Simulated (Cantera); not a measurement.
Standard-state values (1 bar) from the NASA 1993 polynomials, evaluated with Cantera. Values are per mole of reaction as written; species without (g) are pure solids or liquids, kept so even where they would boil at 1 bar.

H2O2(g) + 4 Cr2N ⇌ 8 Cr + 2 H(g) + 2 N2O(g)

```tsv
T (K)	ΔH° (kJ)	ΔS° (J/K)	ΔG° (kJ)	log10 K
573	___	___	___	___
673	1233.9	356.7	993.9	-77.14
773	___	___	___	___
873	1230.9	352.8	922.9	-55.22
973	___	___	___	___
1073	1227.4	349.2	852.7	-41.51
1173	1225.9	347.8	817.9	-36.42
1273	1224.7	346.9	783.2	-32.13
1373	1224.0	346.3	748.5	-28.48
1473	___	___	___	___
1573	1224.2	346.5	679.3	-22.56
```

Task: Fill in the missing entries.

Result: 
- 573, ΔH° (kJ): 1235.2
- 573, ΔS° (J/K): 358.7
- 573, ΔG° (kJ): 1029.6
- 573, log10 K: -93.86
- 773, ΔH° (kJ): 1232.5
- 773, ΔS° (J/K): 354.7
- 773, ΔG° (kJ): 958.3
- 773, log10 K: -64.75
- 973, ΔH° (kJ): 1229.1
- 973, ΔS° (J/K): 350.8
- 973, ΔG° (kJ): 887.7
- 973, log10 K: -47.66
- 1473, ΔH° (kJ): 1223.8
- 1473, ΔS° (J/K): 346.2
- 1473, ΔG° (kJ): 713.9
- 1473, log10 K: -25.32
